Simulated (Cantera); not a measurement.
A perfectly stirred reactor is fed with CH4 : C2H6 : C3H8 : O2 : N2 : H2O = 1 : 1.3 : 0.051 : 4.86 : 21.9 : 0.8 (molar parts), equivalence ratio 1.4, at 0.247 atm; it is adiabatic with a 448 K inlet, and is followed from long to short residence time, starting on the burning branch (τ in s: 0.033, 0.014, 0.0061, 0.0026, 0.0011, 0.00049, 0.00021, 9.1e-05, 3.9e-05, 1.7e-05).

Cantera simulation using GRI-Mech 3.0 (53 species, 325 reactions); the numbers are that mechanism's predictions, not measurements.

One state of this run: T (K) = 1768; x CH4 = 0.00109; x C2H6 = 0.000159; x C3H8 = 3.98e-6; x N2O = 1.73e-8; x CH2 = 3.58e-5; x C2H4 = 0.000222. x: mole fraction; the columns are a selection and need not sum to one.

### Question
Which value of τ (s) does it belong to?
(A) 0.00021
(B) 3.9e-5
(C) 0.033
(D) 0.0011

### Answer
D, 0.0011
